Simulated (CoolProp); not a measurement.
The numbers come from the reference Helmholtz-energy equation of state, Zhou 2012 in CoolProp.

Problem. For p-xylene, give the phase and the cp (kJ/(kg K)), cv (kJ/(kg K)), Joule-Thomson coefficient (K/MPa) at 193.75 °C and 1.01 bar; 230.35 °C and 1.01 bar.

Solution. 
- 193.75 °C and 1.01 bar: gas; cp 1.83, cv 1.74, Joule-Thomson coefficient 21.4
- 230.35 °C and 1.01 bar: gas; cp 1.94, cv 1.85, Joule-Thomson coefficient 15.6
